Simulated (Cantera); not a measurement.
Feed: 1 mol B₂O₃, 12 mol H₂O, 4.2 mol N₂, 4.8 mol NH₃, equilibrated at 78.0 Pa.

These are equilibrium values from Cantera (NASA tables, ideal gas, pure condensed phases), not measurements of a reactor. Candidate condensed phases: B, BN, B₂O₃, B₃O₃H₃, H₂O; 39 gas species. Gases not in the tables: H₃BO₃. Equilibrium is a limit: real reactors are often held back by kinetics, nucleation or transport.

**Question.** Which condensed phases are stable at each of these points (T (°C)): 725, 825, 925, 1025, 1125, 1225, 1325, 1425, 1525, 1625, 1725, 1825, 1925?

**Answer.** 
| T (°C) | condensed phases | B condensed (%) |
|---|---|---|
| 725 | B₂O₃(l) | 98.2 |
| 825 | B₂O₃(l) | 94.1 |
| 925 | B₂O₃(l) | 74.3 |
| 1025 | B₂O₃(l) | 6.6 |
| 1125 | gas only | 0.0 |
| 1225 | gas only | 0.0 |
| 1325 | gas only | 0.0 |
| 1425 | gas only | 0.0 |
| 1525 | gas only | 0.0 |
| 1625 | gas only | 0.0 |
| 1725 | gas only | 0.0 |
| 1825 | gas only | 0.0 |
| 1925 | gas only | 0.0 |

From 725 °C to 1025 °C the condensed part is B₂O₃(l). From 1125 °C to 1925 °C nothing is condensed.
